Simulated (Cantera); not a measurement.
A closed system holds: 1 mol Cr, 0.011 mol H2O, 60 mol H2, at 13.3 mbar.

Equilibrium computed with Cantera from the NASA thermochemical tables; the gas is ideal and each condensed phase is pure. Candidate condensed phases: Cr, Cr2O3, H2O; 13 gas species. Kinetics and transport are ignored.

x: gas mole fraction; n: condensed amount in mol.

```csv
T (K),x H2,x H,x Cr,x H2O,x OH,x CrO,x O,n Cr(s)
1675,0.998,0.00100,0.00105,0.000183,8.91e-9,8.30e-8,7.24e-12,0.937
1750,0.994,0.00201,0.00337,0.000182,2.16e-8,3.01e-7,3.43e-11,0.797
1825,0.986,0.00379,0.00984,0.000180,4.84e-8,9.75e-7,1.43e-10,0.403
1900,0.977,0.00679,0.0163,0.000178,1.02e-7,1.78e-6,5.31e-10,0
1975,0.972,0.0117,0.0163,0.000177,2.03e-7,1.95e-6,1.79e-9,0
2050,0.964,0.0193,0.0162,0.000176,3.85e-7,2.12e-6,5.56e-9,0
2125,0.953,?,0.0161,0.000175,?,2.28e-6,?,0
2200,0.937,0.0472,0.0160,0.000172,1.21e-6,2.44e-6,4.26e-8,0
2275,0.914,0.0703,0.0158,0.000169,2.03e-6,2.59e-6,1.07e-7,0
2350,0.883,0.101,0.0156,0.000165,3.27e-6,2.73e-6,2.54e-7,0
2425,0.842,?,0.0152,0.000159,?,2.86e-6,?,0
2500,0.791,0.194,0.0148,0.000151,7.66e-6,2.96e-6,1.23e-6,0
2575,0.729,0.256,0.0143,0.000141,1.11e-5,3.02e-6,2.54e-6,0
```

Problem. Complete the blanks.

Solution. 
- 2125, x H: 0.0307
- 2125, x OH: 6.98e-7
- 2125, x O: 1.59e-8
- 2425, x H: 0.142
- 2425, x OH: 5.09e-6
- 2425, x O: 5.73e-7
